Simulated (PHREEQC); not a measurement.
# Copper plating or etch bath: an equilibrium model

Dissolve 0.26 mol/kgw CuSO4, 0.00011 mol/kgw H2SO4 and 0.043 mol/kgw NaCl at 20 °C. Closed to the air; pH follows from the charge balance.

Model: ion-association model, phreeqc.dat, run in PHREEQC.

This is a speciation only: nothing precipitates in the calculation.

Estimate the pH.

pH 4.20.

In which forms is S present?

CuSO4 51 %, SO4-2 47 %, NaSO4- 1.8 % of the S.

Species that the database lacks are ignored.
